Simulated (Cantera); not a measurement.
**Equilibrium for silicon carbide growth: SiH2Cl2 + CH4 + H2**

Input: 1 mol SiH2Cl2, 0.84 mol CH4, 2.3 mol H2, equilibrated at 2.03 Torr.

These are equilibrium values from Cantera (NASA tables, ideal gas, pure condensed phases), not measurements of a reactor. Candidate condensed phases: C, C6H6, C7H8, C8H18, Si, SiC; 109 gas species. The tables' values for SiCl, SiCl3 are old estimates; treat these amounts as uncertain. Gases not in the tables: Si2H6 and higher silanes. Kinetics and transport are ignored.

From 1577 °C to 1827 °C the condensed part is SiC(s). From 1877 °C to 2027 °C the condensed part is C(graphite) + SiC(s). From 2077 °C to 2227 °C the condensed part is C(graphite). The main Si-bearing gas is SiCl2 at 1577 °C and Si at 2227 °C.

| T (°C) | x H2 | x H | x HCl | x Si | x Cl | x SiCl2 | x SiC2 | x SiCl | n SiC(s) | n C(graphite) |
|---|---|---|---|---|---|---|---|---|---|---|
| 1577 | 0.685 | 0.00858 | 0.277 | 0.000192 | 0.00264 | 0.0260 | 5.20e-7 | 0.000217 | 0.840 | 0 |
| 1627 | 0.681 | 0.0126 | 0.275 | 0.000398 | 0.00385 | 0.0257 | 1.91e-6 | 0.000341 | 0.839 | 0 |
| 1677 | 0.676 | 0.0181 | 0.274 | 0.000788 | 0.00550 | 0.0251 | 6.61e-6 | 0.000518 | 0.839 | 0 |
| 1727 | 0.669 | 0.0256 | 0.271 | 0.00148 | 0.00773 | 0.0242 | 2.18e-5 | 0.000760 | 0.837 | 0 |
| 1777 | 0.659 | 0.0354 | 0.268 | 0.00265 | 0.0107 | 0.0229 | 6.92e-5 | 0.00107 | 0.834 | 0 |
| 1827 | 0.645 | 0.0482 | 0.264 | 0.00450 | 0.0145 | 0.0210 | 0.000212 | 0.00144 | 0.828 | 0 |
| 1877 | 0.628 | 0.0643 | 0.257 | 0.00763 | 0.0192 | 0.0196 | 0.000604 | 0.00195 | 0.806 | 0.00834 |
| 1927 | 0.607 | 0.0844 | 0.242 | 0.0147 | 0.0245 | 0.0200 | 0.00141 | 0.00293 | 0.735 | 0.0613 |
| 1977 | 0.577 | 0.109 | 0.225 | 0.0273 | 0.0306 | 0.0200 | 0.00316 | 0.00427 | 0.605 | 0.154 |
| 2027 | 0.535 | 0.136 | 0.202 | 0.0496 | 0.0371 | 0.0193 | 0.00684 | 0.00601 | 0.361 | 0.321 |
| 2077 | 0.482 | 0.167 | 0.179 | 0.0797 | 0.0444 | 0.0167 | 0.0130 | 0.00753 | 0 | 0.549 |
| 2127 | 0.444 | 0.204 | 0.171 | 0.0829 | 0.0560 | 0.0108 | 0.0159 | 0.00656 | 0 | 0.500 |
| 2177 | 0.405 | 0.246 | 0.158 | 0.0838 | 0.0683 | 0.00663 | 0.0188 | 0.00546 | 0 | 0.443 |
| 2227 | 0.365 | 0.292 | 0.143 | 0.0826 | 0.0808 | 0.00386 | 0.0214 | 0.00436 | 0 | 0.379 |
x: gas mole fraction; n: condensed amount in mol.
